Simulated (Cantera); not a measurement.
## Ammonia decomposition in nitride growth gas

A perfectly stirred reactor is fed with 70.9 % NH3, 29.1 % N2, at 1.01 bar; it is held at 2225 K, and followed from long to short residence time.

Computed with Cantera and the gas-phase N/H chemistry of the illustrative SiF4/NH3 mechanism in the Surface Chemkin manual (1991). Walls and surfaces, which speed up NH3 decomposition in real reactors, are not modelled.

| τ (s) | x NH3 | x H2 | x N2H4 | x N2 | x N2H2 |
|---|---|---|---|---|---|
| 0.97 | 0.00242 | 0.617 | 2.49e-10 | 0.376 | 1.68e-8 |
| 0.45 | 0.00466 | 0.615 | 6.67e-10 | 0.376 | 3.96e-8 |
| 0.21 | 0.00998 | 0.611 | 1.92e-9 | 0.376 | 9.42e-8 |
| 0.097 | 0.0220 | 0.601 | 5.60e-9 | 0.374 | 2.23e-7 |
| 0.045 | 0.0465 | 0.580 | 1.54e-8 | 0.371 | 5.06e-7 |
| 0.021 | 0.0925 | 0.540 | 3.94e-8 | 0.366 | 1.09e-6 |
| 0.0097 | 0.172 | 0.470 | 9.25e-8 | 0.356 | 2.24e-6 |
| 0.0045 | 0.288 | 0.368 | 1.90e-7 | 0.342 | 4.17e-6 |
| 0.0021 | 0.420 | 0.252 | 3.30e-7 | 0.325 | 6.78e-6 |
x: mole fraction; the columns are a selection and need not sum to one.
